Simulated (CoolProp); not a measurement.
Computed with CoolProp (reference Helmholtz-energy equation of state, Thol 2022).

Give the vapour pressure (bar), vapour density (kg/m³) of saturated vinyl chloride at 2.15 °C.


```csv
T (°C),p (bar),vapour density (kg/m³)
2.15,1.87,5.36
```
